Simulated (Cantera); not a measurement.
Mixture: CH4 : H2 : O2 : N2 = 1 : 0.046 : 0.963 : 3.95 (molar parts), equivalence ratio 2.1, at 10.0 bar, adiabatic and at constant pressure. Ignition delay is the time to a rise of 400 K.

Model: GRI-Mech 3.0 (53 species, 325 reactions), integrated in Cantera.

Q: Predict: delay at 1200 K; delay at 1275 K; delay at 1350 K; delay at 1425 K; delay at 1500 K; delay at 1575 K; apparent activation energy between 1425 and 1575 K.

A: 
* **delay at 1200 K**: 3.84 ms
* **delay at 1275 K**: 1.92 ms
* **delay at 1350 K**: 0.944 ms
* **delay at 1425 K**: 0.465 ms
* **delay at 1500 K**: 0.231 ms
* **delay at 1575 K**: 0.117 ms
* **apparent activation energy between 1425 and 1575 K**: 170 kJ/mol
